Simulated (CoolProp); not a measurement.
Vapour-liquid equilibrium of ethane (1) + propylene (2) at 0.0226 MPa; x and y are mole fractions of (1).

Values from CoolProp's multi-fluid Helmholtz-energy mixture model, Bücker 2006 and Lemmon 2013; pair parameters Bell 2016.

| x | bubble temperature (°C) | y at the bubble point | dew temperature at overall composition x (°C) | liquid density (mol/L) |
|---|---|---|---|---|
| 0.05 | -82.0 | 0.354 | -76.7 | 15.58 |
| 0.15 | -90.4 | 0.675 | -78.3 | 16.04 |
| 0.25 | -95.8 | 0.808 | -80.0 | 16.43 |
| 0.35 | -99.7 | 0.877 | -81.9 | 16.80 |
| 0.45 | -102.7 | 0.918 | -84.1 | 17.14 |
| 0.55 | -105.1 | 0.944 | -86.6 | 17.49 |
| 0.65 | -107.1 | 0.963 | -89.6 | 17.83 |
| 0.75 | -108.8 | 0.977 | -93.2 | 18.17 |
| 0.85 | -110.4 | 0.988 | -98.1 | 18.52 |
| 0.95 | -111.8 | 0.996 | -105.7 | 18.87 |

No azeotrope shows between x = 0.05 and 0.95.

The pair parameters rest on a limited set of measurements; away from them the model extrapolates.
